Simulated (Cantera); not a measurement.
A closed system holds: 1 mol SiC, 0.36 mol H2O, 4.3 mol H2, equilibrated at 2000 Pa.

Cantera equilibrium calculation (NASA polynomials, part measured and part estimated; ideal gas, pure solids and liquids). Candidate condensed phases: C, C6H6, C7H8, C8H18, H2O, Si, SiC, SiO2; 123 gas species. Mutual solubility and eutectic melting of coexisting phases are not modelled. The tables hold silica as quartz up to 1696 K and as liquid above; real silica turns to tridymite and cristobalite and melts near 1996 K. Gases not in the tables: Si2H6 and higher silanes. Kinetics and transport are ignored.

Task: Which condensed phases are stable at each of these points (T (°C)): 800, 900, 1000, 1100, 1200, 1300, 1400, 1500, 1600, 1700, 1800, 1900?

Result: 
```json
[
 {"T (°C)": "800", "condensed phases": "C(graphite) + SiC(s) + SiO2(β-quartz)", "Si condensed (%)": "100.0"},
 {"T (°C)": "900", "condensed phases": "C(graphite) + SiC(s) + SiO2(β-quartz)", "Si condensed (%)": "100.0"},
 {"T (°C)": "1000", "condensed phases": "C(graphite) + SiC(s) + SiO2(β-quartz)", "Si condensed (%)": "100.0"},
 {"T (°C)": "1100", "condensed phases": "SiC(s) + SiO2(β-quartz)", "Si condensed (%)": "99.9"},
 {"T (°C)": "1200", "condensed phases": "SiC(s) + SiO2(β-quartz)", "Si condensed (%)": "98.2"},
 {"T (°C)": "1300", "condensed phases": "SiC(s)", "Si condensed (%)": "82.0"},
 {"T (°C)": "1400", "condensed phases": "SiC(s)", "Si condensed (%)": "82.0"},
 {"T (°C)": "1500", "condensed phases": "SiC(s)", "Si condensed (%)": "82.0"},
 {"T (°C)": "1600", "condensed phases": "SiC(s)", "Si condensed (%)": "81.9"},
 {"T (°C)": "1700", "condensed phases": "SiC(s)", "Si condensed (%)": "81.7"},
 {"T (°C)": "1800", "condensed phases": "SiC(s)", "Si condensed (%)": "81.0"},
 {"T (°C)": "1900", "condensed phases": "SiC(s)", "Si condensed (%)": "78.6"}
]
```

From 800 °C to 1000 °C the condensed part is C(graphite) + SiC(s) + SiO2(β-quartz). From 1100 °C to 1200 °C the condensed part is SiC(s) + SiO2(β-quartz). From 1300 °C to 1900 °C the condensed part is SiC(s).
